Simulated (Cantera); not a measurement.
An isothermal, constant-pressure homogeneous reactor starts with CH4 : CO2 = 1 : 0.41 (molar parts), at 1275 K and 120 Torr. Integrator tolerance rtol = 1e-08.

Computed with Cantera and GRI-Mech 3.0 (53 species, 325 reactions). GRI-Mech 3.0 stops at C3 and has no aromatics, soot or wall deposition, so with more carbon than oxygen in the feed, carbon stays in small species such as C2H2 where larger ones or solid carbon would form.

**Question.** What does this change do: pressure from 120 Torr to 9000 Torr?

**Answer.** 
```tsv
quantity	before	after
x(CH4) at 30.0 s	0.661 (gas-phase equilibrium 0.146)	0.473 (gas-phase equilibrium 0.265)
x(CO2) at 30.0 s	0.281 (gas-phase equilibrium 2.77e-7)	0.150 (gas-phase equilibrium 0.000620)
x(H2O) at 30.0 s	0.00237 (gas-phase equilibrium 6.43e-7)	0.111 (gas-phase equilibrium 0.00103)
x(H) at 30.0 s	6.14e-8 (gas-phase equilibrium 1.27e-6)	5.50e-8 (gas-phase equilibrium 1.30e-7)
x(OH) at 30.0 s	9.54e-11 (gas-phase equilibrium <1e-12)	9.98e-10 (gas-phase equilibrium 4.25e-12)
x(HO2) at 30.0 s	<1e-12 (gas-phase equilibrium <1e-12)	<1e-12 (gas-phase equilibrium <1e-12)
x(C2H) at 30.0 s	7.12e-12 (gas-phase equilibrium 3.62e-11)	4.98e-12 (gas-phase equilibrium <1e-12)
```
The pressure lies above the range GRI-Mech 3.0 was tuned for (to about 10 atm).

**Question.** What does this change do: pressure from 120 Torr to 20300 Torr?

**Answer.** 
| quantity | before | after |
|---|---|---|
| x(CH4) at 30.0 s | 0.661 (gas-phase equilibrium 0.146) | 0.494 (gas-phase equilibrium 0.274) |
| x(CO2) at 30.0 s | 0.281 (gas-phase equilibrium 2.77e-7) | 0.153 (gas-phase equilibrium 0.00279) |
| x(H2O) at 30.0 s | 0.00237 (gas-phase equilibrium 6.43e-7) | 0.110 (gas-phase equilibrium 0.00454) |
| x(H) at 30.0 s | 6.14e-8 (gas-phase equilibrium 1.27e-6) | 3.26e-8 (gas-phase equilibrium 8.51e-8) |
| x(OH) at 30.0 s | 9.54e-11 (gas-phase equilibrium <1e-12) | 7.94e-10 (gas-phase equilibrium 1.27e-11) |
| x(HO2) at 30.0 s | <1e-12 (gas-phase equilibrium <1e-12) | <1e-12 (gas-phase equilibrium <1e-12) |
| x(C2H) at 30.0 s | 7.12e-12 (gas-phase equilibrium 3.62e-11) | 2.37e-12 (gas-phase equilibrium <1e-12) |
The pressure lies above the range GRI-Mech 3.0 was tuned for (to about 10 atm).
